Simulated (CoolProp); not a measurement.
Properties of C3F8 (R218) along the isotherm 290.2 K.

Values from CoolProp's reference Helmholtz-energy equation of state, Lemmon 2006. It is a short technical equation, of lower accuracy than the large ones.

```tsv
p (MPa)	phase	density (kg/m³)	cp (kJ/(kg K))	expansivity (1/kK)	viscosity (µPa s)
0.0209	gas	1.636	0.7766	3.505	12.1
0.0325	gas	2.551	0.7778	3.539	12.1
0.0506	gas	3.989	(withheld)	3.592	12.1
0.0788	gas	6.254	(withheld)	3.680	12.0
0.123	gas	9.868	(withheld)	3.825	12.0
0.191	gas	15.59	0.7971	4.072	11.9
0.297	gas	24.97	0.8133	4.526	11.8
0.463	gas	41.00	0.8466	5.478	11.8
0.721	liquid	1369	1.136	4.170	189
1.12	liquid	1374	1.129	4.037	192
1.75	liquid	(withheld)	1.119	3.852	(withheld)
2.72	liquid	1394	1.106	3.615	204
4.24	liquid	1411	1.090	3.321	215
6.6	liquid	1433	(withheld)	2.985	231
```

What belongs in the gaps?


- 0.0506, cp (kJ/(kg K)): 0.7798
- 0.0788, cp (kJ/(kg K)): 0.7829
- 0.123, cp (kJ/(kg K)): 0.7882
- 1.75, density (kg/m³): 1383
- 1.75, viscosity (µPa s): 197
- 6.6, cp (kJ/(kg K)): 1.072

Viscosity comes from a separate model (Huber 2003), an estimate that may be off by 10 % or more.
